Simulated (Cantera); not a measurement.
An isothermal, constant-pressure homogeneous reactor starts with N2O : H2O = 1 : 0.047 (molar parts), at 1398 K and 101000 Pa. Integrator tolerance rtol = 1e-08.

Detailed kinetics in Cantera: GRI-Mech 3.0 (53 species, 325 reactions). GRI-Mech 3.0 was tuned for natural gas; its chemistry of N2O as a main component is partial and can be far from experiment. The mechanism lacks the step 2 NO + O2 → 2 NO2, which can matter for NO2 below about 1400 K. The temperature is held fixed by assumption; the heat of reaction is taken as removed at once.

Problem. What does this change do: pressure from 101000 Pa to 13300 Pa?

Solution. 
| quantity | before | after |
|---|---|---|
| x(N2O) at 100 s | 1.71e-6 (gas-phase equilibrium 4.68e-8) | 2.27e-6 (gas-phase equilibrium 1.70e-8) |
| x(H2O) at 100 s | 0.0304 (gas-phase equilibrium 0.0304) | 0.0304 (gas-phase equilibrium 0.0304) |
| x(O2) at 100 s | 0.283 (gas-phase equilibrium 0.323) | 0.274 (gas-phase equilibrium 0.323) |
| x(HO2) at 100 s | 6.15e-8 (gas-phase equilibrium 6.79e-8) | 3.62e-8 (gas-phase equilibrium 4.09e-8) |
| x(H2) at 100 s | 2.51e-8 (gas-phase equilibrium 2.34e-8) | 7.02e-8 (gas-phase equilibrium 6.46e-8) |
| x(NO) at 100 s | 0.0801 (gas-phase equilibrium 0.000808) | 0.0975 (gas-phase equilibrium 0.000808) |
